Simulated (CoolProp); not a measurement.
The numbers come from the reference Helmholtz-energy equation of state, de Reuck 1990 in CoolProp.

Q: Give the vapour pressure (MPa), liquid density (kg/m³), liquid cp (kJ/(kg K)), vapour Z of saturated fluorine at 81.1, 114.2, 125.2 K.

A: 
```
T (K)  p (MPa)  liquid density (kg/m³)  liquid cp (kJ/(kg K))  vapour Z
-----  -------  ----------------------  ---------------------  --------
81.1    0.0630                    1530                   1.50     0.975
114.2     1.16                    1270                   1.74     0.823
125.2     2.16                    1150                   2.03     0.727
```
